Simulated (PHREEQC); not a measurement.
**Sulfide liquor**

Dissolve 0.014 mol/kgw Na2S and 0.00016 mol/kgw NaCl at 25 °C. Closed to the air; pH follows from the charge balance.

Model: ion-association model, wateq4f.dat, run in PHREEQC.

The pH is 12.00, the ionic strength comes out as 0.0304 mol/kgw and the total alkalinity is 28.0 meq/kg.

```csv
species,molality,activity,log γ
Na+,0.0282,0.0240,-0.070
OH-,0.0118,0.00991,-0.074
HS-,0.0118,0.00991,-0.074
S-2,0.00224,0.00119,-0.277
Cl-,0.000160,0.000135,-0.074
H2S,8.68e-8,8.75e-8,0.003
```

This is a speciation only: nothing precipitates in the calculation. With this much S-2 the pH rests on the database's HS-/S-2 constant; if that pK is higher, the solution is more alkaline. The database's pK near 12.9 for HS-/S-2 is now thought far too low, so its S-2 is overstated. The polysulfide entries of wateq4f.dat were taken out for this run.
